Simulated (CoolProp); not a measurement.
Sulfur hexafluoride along the isotherm 354.9 K: density (kg/m³) from the reference equation and from simpler models built on Tc = 318.7 K, pc = 3755 kPa, ω = 0.210; each cubic takes its own stable root.

Computed with CoolProp (reference Helmholtz-energy equation of state, Guder 2009).

```tsv
p (kPa)	phase	reference
2090	gas	120.4
4170	supercritical	299.6
6260	supercritical	627.1
8340	supercritical	941.7
10400	supercritical	1089
12500	supercritical	1178
14600	supercritical	1240
16700	supercritical	1289
18800	supercritical	1329
```

### Question
How far does each simpler model (van der Waals, Redlich-Kwong, Peng-Robinson) lie from the reference over these 9 states: mean and median of the absolute difference, and the worst?

### Answer
- van der Waals: mean 12.8 %, median 15.9 %, worst -19.5 % at 354.9 K and 18800 kPa
- Redlich-Kwong: mean 3.3 %, median 3.4 %, worst -4.8 % at 354.9 K and 10400 kPa
- Peng-Robinson: mean 2.7 %, median 2.9 %, worst +5.4 % at 354.9 K and 18800 kPa
